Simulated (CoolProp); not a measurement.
A single-stage vapour-compression cycle with the fluid: evaporating at 204.15 K (dew point), condensing at 248.15 K (bubble point), superheat 8 K, subcooling 2 K, compressor efficiency 0.85, no pressure losses. The same conditions are run with several fluids, on thermodynamics alone (safety and materials aside).

The numbers come from the reference Helmholtz-energy equation of state of each fluid (R115: Lemmon 2016; R13: Platzer 1990; ethylene: Smukala 2000; ethane: Bücker 2006; fluoroethane (R161): Wu 2012; ammonia: Gao 2020) in CoolProp. The equations of Platzer and Polt are older, rougher fits.

Question: Rank R115, R13, ethylene, ethane, fluoroethane (R161), ammonia by cooling COP, highest first.

Answer: fluoroethane (R161) (3.32), R115 (3.28), ethane (3.14), R13 (3.12), ammonia (3.04), ethylene (2.91)

```tsv
fluid	pressure ratio	discharge temperature (K)	refrigerating effect (kJ/kg)	volumetric capacity (kJ/m³)
R115	8.63	264.6	102	192
R13	5.23	281.8	107	1260
ethylene	4.12	303.9	319	3010
ethane	4.73	294.8	360	1700
fluoroethane (R161)	9.47	315.9	383	194
ammonia	12.9	413.7	1300	148
```
